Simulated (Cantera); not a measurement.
A closed system holds: 1 mol C2H4, 0.038 mol H2O, 14 mol H2, equilibrated at 1330 Pa.

Method: chemical equilibrium by Gibbs-energy minimisation in Cantera with the NASA 1993 tables (ideal gas, pure condensed phases). Candidate condensed phases: C, C6H6, C7H8, C8H18, H2O; 110 gas species. Rates play no part.

### Question
At 1400 °C, list the 5 most abundant gas species with their mole fractions, and the condensed phases.

### Answer
H2 0.997, CO 0.00236, H 0.000985, C2H2 (acetylene) 5.68e-5, CH4 1.61e-5. Condensed: C(graphite).
